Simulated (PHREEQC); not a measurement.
Solution (20 °C): 0.0027 mol AgF, 0.23 mol NaCl and 0.0015 mol Cu(NO3)2 per kg of water. Closed to the air; pH follows from the charge balance.

All values are PHREEQC results (ion-association model, wateq4f.dat), not measurements.

```json
[
 {"quantity": "pH", "before": "5.60", "after": "7.28"},
 {"quantity": "SI of Halite (NaCl)", "before": "-3.15", "after": "-3.15"}
]
```

**Question.** What was changed between the two runs?
A. AgF from 0.0027 to 0.00054 mol/kgw
B. temperature from 20 to 80 °C
C. NaCl from 0.23 to 0.253 mol/kgw
D. Cu(NO3)2 left out
E. AgF left out

**Answer.** D, Cu(NO3)2 left out

This is a speciation only: nothing precipitates in the calculation. Some of these states are supersaturated (in Cerargyrite, Atacamite, for instance).
